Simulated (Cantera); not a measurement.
Input: 1 mol SiH4, 0.3 mol CH4, a varied amount of H2, equilibrated at 2375 K and 1330 Pa.

Equilibrium computed with Cantera from the NASA thermochemical tables; the gas is ideal and each condensed phase is pure. Candidate condensed phases: C, C6H6, C7H8, C8H18, Si, SiC; 87 gas species. Gases not in the tables: Si2H6 and higher silanes. Kinetics and transport are ignored.

At 3.1 mol H2, list the 6 most abundant gas species with their mole fractions, and the condensed phases.

H2 0.787, H 0.108, Si 0.0897, Si2C 0.00913, SiH 0.00296, Si2 0.00133. Condensed: SiC(s).
